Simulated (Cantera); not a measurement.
Cantera run:

```python
import numpy as np
import cantera as ct

gas_names = """
    C CH CH2 CH3 CH2OH CH3O CH4 CH3OH CN CO CO2 COOH C2 C2H CHCO,ketyl C2H2,acetylene C2H2,vinylidene
    CH2CO,ketene C2H3,vinyl CH3CN CH3CO,acetyl C2H4 C2H4O,ethylen CH3CHO,ethanal CH3COOH (HCOOH)2 C2H5
    C2H6 CH3OCH3 C2H5OH CCN CNC C2N2 C2O C3 C3H3,propargyl C3H4,allene C3H4,propyne C3H4,cyclo-
    C3H5,allyl C3H6,propylene C3H6,cyclo- C3H6O C3H7,n-propyl C3H7,i-propyl C3H8 C3H8O,1propanol
    C3H8O,2propanol C3O2 C4 C4H2 C4H4,1,3-cyclo- C4H6,butadiene C4H6,2-butyne C4H6,cyclo- C4H8,1-butene
    C4H8,cis2-buten C4H8,tr2-butene C4H8,isobutene C4H8,cyclo- (CH3COOH)2 C4H9,n-butyl C4H9,i-butyl
    C4H9,s-butyl C4H9,t-butyl C4H10,isobutane C4H10,n-butane C4N2 C5 C5H6,1,3cyclo- C5H8,cyclo-
    C5H10,1-pentene C5H10,cyclo- C5H11,pentyl C5H11,t-pentyl C5H12,n-pentane C5H12,i-pentane
    CH3C(CH3)2CH3 C6H2 C6H5,phenyl C6H5O,phenoxy C6H6 C6H5OH,phenol C6H10,cyclo- C6H12,1-hexene
    C6H12,cyclo- C6H13,n-hexyl C7H7,benzyl C7H8 C7H8O,cresol C7H14,1-heptene C7H15,n-heptyl
    C7H16,n-heptane C8H8,styrene C8H10,ethylbenz C8H16,1-octene C8H17,n-octyl C8H18,isooctane
    C8H18,n-octane C9H19,n-nonyl C10H8,naphthale C10H21,n-decyl C12H9,o-bipheny C12H10,bipheny H HCN HCO
    HCCN HNC HNCO HNO HNO2 HNO3 HO2 H2 HCHO,formaldehy HCOOH H2O H2O2 N NCO NH NH2 NH3 NH2OH NO NO2 NO3
    N2 N2H2 N2H4 N2O O OH O2 O3 Si SiC SiC2 SiC4H12 SiH SiH2 SiH3 SiH4 SiN SiO SiO2 Si2 Si2C Si2N Si3
""".split()
cond_names = """
    C(gr) C6H6(L) C7H8(L) C8H18(L),n-octa H2O(s) H2O(L) Si(cr) Si(L) SiC(b) SiO2(Lqz) SiO2(hqz) SiO2(L)
    Si2N2O(s) Si3N4(a)
""".split()


def load(file, names, dense=False):
    # The tables refer to 1 bar. Condensed volumes are neglected.
    table = {s.name: s for s in ct.Species.list_from_file(file)}
    out = []
    for n in names:
        d = dict(table[n].input_data)
        d["thermo"] = dict(d["thermo"], **{"reference-pressure": 1e5})
        if dense:
            d["equation-of-state"] = {"model": "constant-volume", "density": "1e6 g/cm^3"}
        out.append(ct.Species.from_dict(d))
    return out


gas = ct.Solution(thermo="ideal-gas", species=load("nasa_gas.yaml", gas_names))
cond = {s.name: ct.Solution(thermo="fixed-stoichiometry", species=[s], name=s.name)
        for s in load("nasa_condensed.yaml", cond_names, dense=True)}
atoms = {
    'SiC': {'Si': 1, 'C': 1},
    'H2O': {'H': 2, 'O': 1},
    'N2': {'N': 2},
}
top_T = {'C(gr)': 4500, 'SiC(b)': 3050, 'Si2N2O(s)': 2100, 'Si3N4(a)': 2400}  # K; cautious upper limits of use, not melting points


def equilibrate(T, P, feed):
    n = {}
    for name, mol in feed.items():
        for a, k in atoms[name].items():
            n[a] = n.get(a, 0.0) + k * mol
    gas.TPX = T, P, n
    mass = sum(n.values()) * gas.mean_molecular_weight
    gas.equilibrate("TP")
    valid = [c for c in cond.values() if c.min_temp <= T <= top_T.get(c.name, c.max_temp)]
    mix = ct.Mixture([(gas, mass / gas.mean_molecular_weight)] + [(c, 0.0) for c in valid])
    mix.T, mix.P = T, P
    mix.equilibrate("TP", solver="vcs", rtol=1e-11, max_steps=5000)
    return mix


results = []
T = 1098  # K
P = 13332.2  # Pa
for m in [0.0041, 0.0072, 0.013, 0.022, 0.039, 0.069, 0.12, 0.21, 0.37, 0.66, 1.2, 2]:
    feed = {'SiC': 1, 'H2O': m, 'N2': 1}  # mol
    mix = equilibrate(T, P, feed)
    results.append((T, P, feed, dict(zip(mix.species_names, mix.species_moles))))

top = {s: max(r[3][s] / sum(r[3][g] for g in gas_names) for r in results) for s in gas_names}
cols = sorted((s for s in top if top[s] > 1e-05), key=lambda s: -top[s])[:6]
seen = [c for c in cond_names if any(r[3].get(c, 0) > 1e-12 for r in results)]
print("log10 of partial pressures in bar; condensed amounts in mol")
print(f"{'n(H2O)':>10s}" + "".join(f"{s[:9]:>10s}" for s in cols + seen))
for T, P, feed, n in results:
    ng = sum(n[g] for g in gas_names)
    print(f"{feed['H2O']:10.4g}" + "".join(f"{np.log10(max(n[s] / ng * P / 1e5, 1e-99)):10.3f}" for s in cols)
          + "".join(f"{n.get(c, 0):10.4g}" for c in seen))
```

It prints:

```
log10 of partial pressures in bar; condensed amounts in mol
    n(H2O)        N2        H2        CO       CH4       H2O       NH3     C(gr) SiO2(hqz) Si2N2O(s)  Si3N4(a)
    0.0041    -0.880    -2.792    -8.535    -7.022   -12.364    -8.122         1         0    0.0041    0.3306
    0.0072    -0.884    -2.553    -8.536    -6.543   -12.126    -7.765         1         0    0.0072    0.3285
     0.013    -0.892    -2.306    -8.539    -6.050   -11.882    -7.398         1         0     0.013    0.3247
     0.022    -0.902    -2.092    -8.542    -5.622   -11.672    -7.083         1         0     0.022    0.3187
     0.039    -0.921    -1.870    -8.549    -5.178   -11.456    -6.759         1         0     0.039    0.3073
     0.069    -0.952    -1.666    -8.559    -4.768   -11.261    -6.468    0.9999         0     0.069    0.2873
      0.12    -0.996    -1.490    -8.574    -4.417   -11.100    -6.226    0.9999         0      0.12    0.2533
      0.21    -1.057    -1.342    -8.594    -4.121   -10.972    -6.034    0.9996         0      0.21    0.1933
      0.37    -1.132    -1.226    -8.619    -3.889   -10.882    -5.898    0.9992         0      0.37   0.08667
      0.66    -1.220    -1.143    -3.001    -3.724    -5.181    -5.818    0.9891    0.1005    0.4497         0
       1.2    -1.300    -1.086    -3.027    -3.609    -5.150    -5.772    0.9827    0.4575    0.2713         0
         2    -1.356    -1.055    -3.046    -3.547    -5.138    -5.754    0.9733    0.9864  0.006819         0
```

Equilibrium computed with Cantera from the NASA thermochemical tables; the gas is ideal and each condensed phase is pure. N2 is the only nitrogen source here; it is nearly inert below about 1500 K, so the nitride shown seldom forms there in practice. Mutual solubility and eutectic melting of coexisting phases are not modelled.
